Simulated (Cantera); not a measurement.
A perfectly stirred reactor is fed with CH4 : C2H6 : O2 : N2 : H2O = 1 : 0.71 : 3.45 : 13 : 0.91 (molar parts), equivalence ratio 1.3, at 4.93 atm; it is adiabatic with a 675 K inlet, and is followed from long to short residence time, starting on the burning branch (τ in s: 0.14, 0.057, 0.023, 0.009, 0.0036, 0.0014, 0.00057, 0.00023, 9e-05).

Cantera simulation using GRI-Mech 3.0 (53 species, 325 reactions); the numbers are that mechanism's predictions, not measurements.

Problem. Predict: blow-out, bracketed by the residence times tried; x(CH4) at τ = 0.140 s; x(C2H6) at τ = 0.140 s; x(O2) at τ = 0.140 s; x(C2H4) at τ = 0.140 s; x(NO2) at τ = 0.140 s; x(CH4) at τ = 3.60 ms; x(C2H6) at τ = 3.60 ms; x(O2) at τ = 3.60 ms; x(C2H4) at τ = 3.60 ms; x(NO2) at τ = 3.60 ms.

Solution. 
- blow-out, bracketed by the residence times tried: burning at 90.0 µs, the shortest tried
- x(CH4) at τ = 0.140 s: 9.60e-6
- x(C2H6) at τ = 0.140 s: 3.84e-8
- x(O2) at τ = 0.140 s: 3.66e-5
- x(C2H4) at τ = 0.140 s: 7.59e-8
- x(NO2) at τ = 0.140 s: 4.23e-9
- x(CH4) at τ = 3.60 ms: 7.72e-5
- x(C2H6) at τ = 3.60 ms: 1.21e-6
- x(O2) at τ = 3.60 ms: 0.000373
- x(C2H4) at τ = 3.60 ms: 2.27e-6
- x(NO2) at τ = 3.60 ms: 1.36e-8
